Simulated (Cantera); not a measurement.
Cantera run, input and output.

```python
import numpy as np
import cantera as ct

gas = ct.Solution("gri30.yaml")
gas.TPX = 1325, 140, {'H2': 0.44, 'O2': 1}
reactor = ct.IdealGasConstPressureReactor(gas, energy="off", clone=False)
net = ct.ReactorNet([reactor])
net.rtol, net.atol = 1e-08, 1e-18
show = ['H2', 'O2', 'HO2', 'OH', 'H2O2']
times = np.geomspace(2e-06, 1, 13)

steps = ct.SolutionArray(gas, extra=["t"])
rows = []
print(f"{'t/s':>10s}{'T/K':>9s}{'P/Pa':>11s}" + "".join(f"{s:>11s}" for s in show))
for t in times:
    while net.time < t:
        t_next = net.step()
        steps.append(gas.state, t=t_next)
    rows.append([np.interp(t, steps.t, y) for y in (steps.T, steps.P, *steps(*show).X.T)])
    print(f"{t:10.3e}{rows[-1][0]:9.1f}{rows[-1][1]:11.4g}" + "".join(f"{x:11.3e}" for x in rows[-1][2:]))
rate = np.gradient(steps.T, steps.t)
print("integrator steps:", len(steps.t))
if steps.T.max() > steps.T[0] + 200:
    print(f"time of steepest temperature rise: {steps.t[rate.argmax()]:.4e} s")
gas.TPX = 1325, 140, {'H2': 0.44, 'O2': 1}
gas.equilibrate("TP")
print(f"equilibrium (TP): T = {gas.T:.1f} K  " + "  ".join(f"{s} {gas[s].X[0]:.3e}" for s in show))
```

Output:

```
       t/s      T/K       P/Pa         H2         O2        HO2         OH       H2O2
 2.000e-06   1325.0        140  3.056e-01  6.944e-01  3.476e-10  1.016e-12  2.477e-15
 5.970e-06   1325.0        140  3.056e-01  6.944e-01  1.037e-09  8.887e-12  2.198e-14
 1.782e-05   1325.0        140  3.056e-01  6.944e-01  3.096e-09  7.554e-11  1.946e-13
 5.318e-05   1325.0        140  3.056e-01  6.944e-01  9.241e-09  5.998e-10  1.730e-12
 1.587e-04   1325.0        140  3.056e-01  6.944e-01  2.757e-08  4.128e-09  1.538e-11
 4.738e-04   1325.0        140  3.056e-01  6.944e-01  8.220e-08  2.728e-08  1.361e-10
 1.414e-03   1325.0        140  3.056e-01  6.944e-01  2.445e-07  4.713e-07  1.190e-09
 4.221e-03   1325.0        140  3.009e-01  6.920e-01  4.447e-07  7.061e-04  8.100e-09
 1.260e-02   1325.0        140  2.025e-02  5.268e-01  7.487e-07  1.837e-02  3.547e-08
 3.761e-02   1325.0        140  2.004e-02  5.289e-01  7.565e-07  1.831e-02  3.604e-08
 1.122e-01   1325.0        140  1.946e-02  5.349e-01  7.793e-07  1.814e-02  3.779e-08
 3.350e-01   1325.0        140  1.750e-02  5.518e-01  8.410e-07  1.748e-02  4.269e-08
 1.000e+00   1325.0        140  1.142e-02  5.893e-01  9.476e-07  1.458e-02  5.211e-08
integrator steps: 617
equilibrium (TP): T = 1325.0 K  H2 1.628e-06  O2 6.393e-01  HO2 4.000e-08  OH 1.814e-04  H2O2 7.138e-10
```

Cantera simulation using GRI-Mech 3.0 (53 species, 325 reactions); the numbers are that mechanism's predictions, not measurements. Radical loss at walls, strong at low pressure, is not modelled. The temperature is held fixed by assumption; the heat of reaction is taken as removed at once.
